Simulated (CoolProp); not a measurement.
Vapour-liquid equilibrium of cyclohexane (1) + o-xylene (2) at 295.2 K; x and y are mole fractions of (1).

Computed with CoolProp (multi-fluid Helmholtz-energy mixture model, Zhou 2014 and Zhou 2012; pair parameters Bell 2016).

```csv
x,bubble pressure (kPa),y at the bubble point,dew pressure at overall composition x (kPa),liquid density (mol/L)
0.05,1.633,0.562,0.7896,8.316
0.15,?,0.799,0.8783,8.399
0.25,?,0.873,0.9894,8.485
0.35,?,0.909,1.133,8.573
0.45,?,0.931,?,8.664
0.55,7.592,0.947,1.594,8.757
0.65,8.405,0.960,2.000,8.854
0.75,9.197,0.971,2.682,?
0.85,10.01,0.982,4.051,9.060
0.95,10.90,?,7.777,9.171
```

Question: What belongs in the gaps?

Answer: 
- 0.15, bubble pressure (kPa): 3.214
- 0.25, bubble pressure (kPa): 4.567
- 0.35, bubble pressure (kPa): 5.719
- 0.45, bubble pressure (kPa): 6.712
- 0.45, dew pressure at overall composition x (kPa): 1.324
- 0.75, liquid density (mol/L): 8.955
- 0.95, y at the bubble point: 0.994

No azeotrope shows between x = 0.05 and 0.95.

The pair parameters rest on a limited set of measurements; away from them the model extrapolates.
